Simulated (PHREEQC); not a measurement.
**Brine: speciation**

Dissolve 0.99 mol NaOH, 0.68 mol H3BO3 and 2.6 mol KBr per kg of water at 20 °C. Closed to the air; pH follows from the charge balance.

All values are PHREEQC results (Pitzer model, pitzer.dat), not measurements.

No solid was allowed to form.

### Question
What pH, ionic strength does the model give?

### Answer
pH 13.57; ionic strength 3.59 mol/kgw.

In brines, pH and single-ion activities rest on the MacInnes convention.
